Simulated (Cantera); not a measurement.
Cantera run, input and output.

```python
import numpy as np
import cantera as ct

gas = ct.Solution("gri30.yaml")
gas.TPX = 1200, 1000, {'N2O': 1, 'H2': 0.029, 'N2': 3.1}
reactor = ct.IdealGasConstPressureReactor(gas, energy="off", clone=False)
net = ct.ReactorNet([reactor])
net.rtol, net.atol = 1e-08, 1e-18
show = ['N2O', 'H2', 'NO', 'O', 'HO2']
times = np.geomspace(5e-06, 100, 10)

steps = ct.SolutionArray(gas, extra=["t"])
rows = []
print(f"{'t/s':>10s}{'T/K':>9s}{'P/Pa':>11s}" + "".join(f"{s:>11s}" for s in show))
for t in times:
    while net.time < t:
        t_next = net.step()
        steps.append(gas.state, t=t_next)
    rows.append([np.interp(t, steps.t, y) for y in (steps.T, steps.P, *steps(*show).X.T)])
    print(f"{t:10.3e}{rows[-1][0]:9.1f}{rows[-1][1]:11.4g}" + "".join(f"{x:11.3e}" for x in rows[-1][2:]))
rate = np.gradient(steps.T, steps.t)
print("integrator steps:", len(steps.t))
if steps.T.max() > steps.T[0] + 200:
    print(f"time of steepest temperature rise: {steps.t[rate.argmax()]:.4e} s")
gas.TPX = 1200, 1000, {'N2O': 1, 'H2': 0.029, 'N2': 3.1}
gas.equilibrate("TP")
print(f"equilibrium (TP): T = {gas.T:.1f} K  " + "  ".join(f"{s} {gas[s].X[0]:.3e}" for s in show))
```

Result:

```
       t/s      T/K       P/Pa        N2O         H2         NO          O        HO2
 5.000e-06   1200.0       1000  2.422e-01  7.023e-03  8.169e-13  3.756e-09  4.747e-17
 3.237e-05   1200.0       1000  2.422e-01  7.023e-03  3.367e-11  2.405e-08  1.243e-14
 2.096e-04   1200.0       1000  2.422e-01  7.023e-03  1.373e-09  1.450e-07  3.467e-12
 1.357e-03   1200.0       1000  2.422e-01  7.023e-03  4.794e-08  6.182e-07  8.649e-10
 8.788e-03   1200.0       1000  2.422e-01  6.998e-03  1.105e-06  9.220e-07  9.229e-08
 5.690e-02   1200.0       1000  2.413e-01  6.219e-03  2.059e-05  1.086e-06  9.999e-07
 3.684e-01   1200.0       1000  2.360e-01  1.425e-03  1.140e-04  1.619e-06  1.412e-06
 2.385e+00   1200.0       1000  2.312e-01  1.268e-05  3.860e-04  1.766e-06  5.672e-07
 1.544e+01   1200.0       1000  2.107e-01  3.029e-08  2.099e-03  1.707e-06  1.639e-07
 1.000e+02   1200.0       1000  1.177e-01  3.441e-08  9.902e-03  1.675e-06  2.228e-08
integrator steps: 1743
equilibrium (TP): T = 1200.0 K  N2O 1.099e-09  H2 2.479e-09  NO 1.477e-04  O 8.179e-08  HO2 6.327e-10
```

Model: GRI-Mech 3.0 (53 species, 325 reactions), integrated in Cantera. GRI-Mech 3.0 was tuned for natural gas; its chemistry of N2O as a main component is partial and can be far from experiment. Radical loss at walls, strong at low pressure, is not modelled. The mechanism lacks the step 2 NO + O2 → 2 NO2, which can matter for NO2 below about 1400 K. The temperature is held fixed by assumption; the heat of reaction is taken as removed at once.
